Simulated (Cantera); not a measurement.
Feed: 1 mol CH2F2, 6.6 mol H2, held at 2602 °C and 133 Pa.

Equilibrium computed with Cantera from the NASA thermochemical tables; the gas is ideal and each condensed phase is pure. Candidate condensed phases: C, C6H6, C7H8, C8H18; 95 gas species. Equilibrium is a limit: real reactors are often held back by kinetics, nucleation or transport.

Base state: H 0.765, HF 0.129, H2 0.0696, C3 0.0162, C 0.00718, F 0.00693, C2 0.00246, C2H 0.00198 (mole fractions); condensed: gas only.

Q: What changes in the equilibrium state with this change: temperature from 2602 °C to 527 °C?

A: 
```csv
species,before,after
H2,0.0696,0.766
HF,0.129,0.233
CH4,<1e-9,0.00105
H,0.765,<1e-9
C3,0.0162,<1e-9
C,0.00718,<1e-9
F,0.00693,<1e-9
"C(graphite), mol",0,0.991
```

Q: What changes in the equilibrium state with this change: CH2F2 replaced by c-C4F8?

A: 
```tsv
species	before	after
HF	0.129	0.478
H	0.765	0.370
C3	0.0162	0.0581
H2	0.0696	0.0163
F	0.00693	0.0530
C	0.00718	0.0110
CF2	4.81e-7	4.31e-5
CF	0.000399	0.00468
C2HF	1.17e-6	1.01e-5
C5	8.54e-5	0.000717
C(graphite), mol	0	0.837
```
The feed counts by its element totals alone.

Q: What changes in the equilibrium state with this change: temperature from 2602 °C to 952 °C?

A: 
```tsv
species	before	after
H2	0.0696	0.767
HF	0.129	0.233
CH4	<1e-9	1.03e-5
H	0.765	7.48e-6
C3	0.0162	<1e-9
C	0.00718	<1e-9
F	0.00693	<1e-9
C2	0.00246	<1e-9
C2H	0.00198	<1e-9
CF	0.000399	<1e-9
C(graphite), mol	0	1.000
```
